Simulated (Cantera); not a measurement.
A closed system holds: 1 mol Si, a varied amount of H2O, 28 mol N2, equilibrated at 75.0 Torr.

These are equilibrium values from Cantera (NASA tables, ideal gas, pure condensed phases), not measurements of a reactor. Candidate condensed phases: H2O, Si, SiO2, Si2N2O, Si3N4; 35 gas species. N2 is the only nitrogen source here; it is nearly inert below about 1500 K, so the nitride shown seldom forms there in practice. Mutual solubility and eutectic melting of coexisting phases are not modelled. The numbers say what is thermodynamically allowed, not how fast it happens.

Stable condensed phases, one row left out:

```
T in °C \ n(H2O) in mol
         0.0014 0.0027 0.0052   0.01   0.02  0.038  0.073   0.14
   1802       A      A      A      A      A      A      A      A
   1727       A      A      A      A      A      A      A      A
   1652       B      B      B      B      B      B      B      B
   1577       B      B      B      B      B      B      B      C
   1427       B      B      C      C      C      C      C      C
   1352       C      C      C      C      C      C      C      C
   1277       C      C      C      C      C      C      C      C
   1202       C      C      C      C      C      C      C      C
   1127       C      C      C      C      C      C      C      C
   1052       C      C      C      C      C      C      C      C
    977       C      C      C      C      C      C      C      C
    902       C      C      C      C      C      C      C      C
```

A: Si; B: Si3N4; C: Si2N2O + Si3N4.

Give the row for 1502 °C.

0.0014: Si3N4; 0.0027: Si3N4; 0.0052: Si3N4; 0.01: Si3N4; 0.02: Si3N4; 0.038: Si2N2O + Si3N4; 0.073: Si2N2O + Si3N4; 0.14: Si2N2O + Si3N4.
